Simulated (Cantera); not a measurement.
Input (Python, Cantera) and output of one run.

```python
import numpy as np
import cantera as ct

gas_names = """
    N N2O
""".split()
cond_names = """
    Nb2O5(s) Nb2O5(L) Nb(cr) Nb(L)
""".split()


# ... load() reads the species with a 1 bar reference pressure and builds the phases ...
species = {s.name: s for s in load("nasa_gas.yaml", gas_names) + load("nasa_condensed.yaml", cond_names)}
# Each term lists the table entries of one substance; the one whose range holds T is used.
reactions = {
    'Nb2O5 + 10 N(g) = 5 N2O(g) + 2 Nb':
        [(-1, ['Nb2O5(s)', 'Nb2O5(L)']), (-10, ['N']), (5, ['N2O']), (2, ['Nb(cr)', 'Nb(L)'])],
}


def pick(names, T):
    return next(species[n] for n in names if species[n].thermo.min_temp <= T <= species[n].thermo.max_temp)


results = []
for label, terms in reactions.items():
    print(label)
    print("     T/K   dH/kJ  dS/(J/K)   dG/kJ   log10 K")
    for T in [2173, 2323, 2473, 2623, 2773, 2923]:
        used = [(nu, pick(names, T)) for nu, names in terms]
        dH = sum(nu * s.thermo.h(T) for nu, s in used) / 1e6
        dS = sum(nu * s.thermo.s(T) for nu, s in used) / 1e3
        dG = dH - T * dS / 1e3
        logK = -dG * 1e6 / (ct.gas_constant * T * np.log(10))
        results.append((label, T, dH, dS, dG, logK, [s.name for _, s in used]))
        print(f"{T:8g} {dH:8.1f} {dS:8.1f} {dG:8.1f} {logK:8.2f}")
```

Result:

```
Nb2O5 + 10 N(g) = 5 N2O(g) + 2 Nb
     T/K   dH/kJ  dS/(J/K)   dG/kJ   log10 K
    2173  -2633.8   -686.2  -1142.7    27.47
    2323  -2644.2   -690.8  -1039.4    23.37
    2473  -2653.8   -694.8   -935.5    19.76
    2623  -2662.5   -698.3   -831.0    16.55
    2773  -2617.0   -681.8   -726.5    13.68
    2923  -2627.3   -685.4   -623.9    11.15
```

Source: NASA polynomial tables (part measured, part estimated), evaluated in Cantera. Condensed species are held in their standard states even where they would react or evaporate.
